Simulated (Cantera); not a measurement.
A perfectly stirred reactor is fed with 6.25 % H₂, 18.4 % O₂, 75.4 % N₂, equivalence ratio 0.17, at 113 Torr; it is held at 1200 K, and followed from long to short residence time.

Computed with Cantera and GRI-Mech 3.0 (53 species, 325 reactions). The temperature is held fixed by assumption; the heat of reaction is taken as removed at once.

Question: Predict: x(H₂) at τ = 0.490 s; x(O₂) at τ = 0.490 s; x(NO) at τ = 0.490 s; x(OH) at τ = 0.490 s; x(H₂) at τ = 8.10 ms; x(O₂) at τ = 8.10 ms; x(NO) at τ = 8.10 ms; x(OH) at τ = 8.10 ms.

Answer: 
```
Item                    Result
--------------------  --------
x(H₂) at τ = 0.490 s  0.000153
x(O₂) at τ = 0.490 s     0.157
x(NO) at τ = 0.490 s   1.64e-7
x(OH) at τ = 0.490 s  0.000306
x(H₂) at τ = 8.10 ms   0.00185
x(O₂) at τ = 8.10 ms     0.157
x(NO) at τ = 8.10 ms   7.19e-7
x(OH) at τ = 8.10 ms   0.00128
```
